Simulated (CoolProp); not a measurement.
The numbers come from the reference Helmholtz-energy equation of state, Gao 2022 in CoolProp.

Q: For n-perfluorobutane, give the phase and the Z, cp (kJ/(kg K)), cv (kJ/(kg K)), fugacity coefficient at -22.85 °C and 0.166 MPa; -22.85 °C and 0.332 MPa; -22.85 °C and 0.664 MPa.

A: 
- -22.85 °C and 0.166 MPa: liquid; Z 0.0114, cp 1.08, cv 0.831, fugacity coefficient 0.239
- -22.85 °C and 0.332 MPa: liquid; Z 0.0227, cp 1.08, cv 0.831, fugacity coefficient 0.121
- -22.85 °C and 0.664 MPa: liquid; Z 0.0454, cp 1.08, cv 0.831, fugacity coefficient 0.0618
